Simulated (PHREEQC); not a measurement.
Spent oxide etchant: speciation

Dissolve 3.2 mmol/kgw NH4HF2, 0.16 mmol/kgw H2SiF6, 100 mmol/kgw H3BO3 and 0.24 mmol/kgw HCl at 93 °C. Closed to the air; pH follows from the charge balance.

Model: ion-association model, phreeqc.dat, run in PHREEQC.

Precipitation was switched off in this run.

Q: Predict the pH.

A: pH 3.58.

Q: In which forms is F present?

A: BF2(OH)2- 49 %, HF 20 %, F- 14 %, BF4- 9.2 %, BF3OH- 7.3 %, BF(OH)3- 1.0 % of the F.

Complexes and solids missing from the database can't appear. At this temperature some constants are extrapolated from 25 °C, and those without enthalpy data are left unchanged. SiF6-2 is the database's only silicon fluoride. Real BF4- forms and hydrolyses slowly; the run takes it at equilibrium.
